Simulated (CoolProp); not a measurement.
Vapour-liquid equilibrium of R125 (1) + R236FA (2) at 0.0634 bar; x and y are mole fractions of (1).

Values from CoolProp's multi-fluid Helmholtz-energy mixture model, Lemmon 2005 and Pan 2012; pair parameters Bell 2016.

| x | bubble temperature, mixture model (K) | bubble temperature, Raoult's law (K) | y, mixture model | y, Raoult's law |
|---|---|---|---|---|
| 0.05 | 212.9 | 213.2 | 0.443 | 0.431 |
| 0.2 | 200.4 | 200.9 | 0.832 | 0.824 |
| 0.35 | 193.8 | 194.3 | 0.925 | 0.923 |
| 0.5 | 189.6 | 189.8 | 0.961 | 0.961 |
| 0.65 | 186.5 | 186.6 | 0.980 | 0.981 |
| 0.8 | 184.1 | 184.1 | 0.991 | 0.992 |
| 0.95 | 182.0 | 182.0 | 0.998 | 0.998 |

The largest gap from Raoult's law is -0.5 K in bubble temperature, at x = 0.2. No azeotrope shows between x = 0.05 and 0.95.

The pair parameters rest on a limited set of measurements; away from them the model extrapolates.
